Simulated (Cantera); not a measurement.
**Premixed flame**

A freely propagating, adiabatic, planar premixed flame of CH₄ : CO : O₂ : N₂ = 1.3 : 0.26 : 2.84 : 10.5 (molar parts), equivalence ratio 0.96, unburnt at 350 K and 278 Torr; mixture-averaged transport, grid criteria slope 0.08 and curve 0.16, no radiation.

Detailed kinetics in Cantera: GRI-Mech 3.0 (53 species, 325 reactions). Burning velocities carry a grid error of a few per cent, more on coarse grids.

| z (mm) | T (K) | u (m/s) | x CH₄ | x CO | x O₂ | x HO₂ | x H | x N₂O |
|---|---|---|---|---|---|---|---|---|
| -2.72 | 350 | 0.682 | 0.0872 | 0.0174 | 0.191 | 1.26e-8 | <1e-8 | <1e-8 |
| -1.81 | 350 | 0.683 | 0.0871 | 0.0174 | 0.190 | 2.39e-7 | <1e-8 | <1e-8 |
| -1.36 | 353 | 0.689 | 0.0868 | 0.0174 | 0.190 | 1.67e-6 | <1e-8 | <1e-8 |
| -0.905 | 384 | 0.753 | 0.0848 | 0.0179 | 0.188 | 2.46e-5 | 6.64e-8 | <1e-8 |
| -0.453 | 766 | 1.52 | 0.0642 | 0.0269 | 0.161 | 0.000101 | 0.000188 | <1e-8 |
| -0.226 | 1202 | 2.42 | 0.0368 | 0.0421 | 0.121 | 0.000120 | 0.00115 | <1e-8 |
| 0 | 1606 | 3.25 | 0.00928 | 0.0575 | 0.0729 | 0.000104 | 0.00418 | 2.03e-8 |
| 0.226 | 1767 | 3.58 | 0.000760 | 0.0548 | 0.0444 | 1.61e-5 | 0.00803 | 3.54e-8 |
| 0.453 | 1808 | 3.64 | 3.08e-5 | 0.0449 | 0.0342 | 4.88e-6 | 0.0100 | 4.41e-8 |
| 0.905 | 1850 | 3.71 | 7.24e-8 | 0.0339 | 0.0287 | 3.65e-6 | 0.0106 | 4.65e-8 |
| 1.81 | 1904 | 3.79 | <1e-8 | 0.0281 | 0.0258 | 2.98e-6 | 0.00926 | 4.68e-8 |
| 3.62 | 1971 | 3.91 | <1e-8 | 0.0255 | 0.0235 | 2.33e-6 | 0.00677 | 5.01e-8 |
| 7.24 | 2048 | 4.04 | <1e-8 | 0.0224 | 0.0208 | 1.68e-6 | 0.00429 | 5.63e-8 |
x: mole fraction of selected species; z is measured from the peak of heat release.

| Quantity | Result |
|---|---|
| laminar burning velocity | 68.1 cm/s |
| thermal thickness | 0.905 mm |
| peak x(HO₂) | 0.000141 |
| peak x(H) | 0.0107 |
| grid points | 155 |
